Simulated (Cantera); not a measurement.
A closed system holds: 1 mol CH3SiCl3, 0.0034 mol C3H8, 200 mol H2, equilibrated at 2327 °C and 1.20 mbar.

Cantera equilibrium calculation (NASA polynomials, part measured and part estimated; ideal gas, pure solids and liquids). Candidate condensed phases: C, C6H6, C7H8, C8H18, Si, SiC; 109 gas species. The feed counts by its element totals alone. The numbers say what is thermodynamically allowed, not how fast it happens.

Base state: H 0.646, H2 0.340, Cl 0.00566, HCl 0.00425, Si 0.00310, C2H2 (acetylene) 0.000969, C 0.000218, SiC2 0.000186 (mole fractions); condensed: gas only.

Problem. What changes in the equilibrium state with this change: pressure from 1.20 mbar to 73.0 mbar?

Solution. 
```json
[
 {"species": "H2", "before": "0.340", "after": "0.849"},
 {"species": "H", "before": "0.646", "after": "0.131"},
 {"species": "HCl", "before": "0.00425", "after": "0.0123"},
 {"species": "Si", "before": "0.00310", "after": "0.00399"},
 {"species": "SiH2", "before": "1.87e-7", "after": "3.67e-5"},
 {"species": "Si2C", "before": "3.02e-7", "after": "2.81e-5"},
 {"species": "C3", "before": "0.000136", "after": "1.74e-6"},
 {"species": "C2", "before": "3.05e-5", "after": "4.24e-7"}
]
```
The tables' values for SiCl are old estimates; treat these amounts as uncertain. Gases not in the tables: Si2H6 and higher silanes.
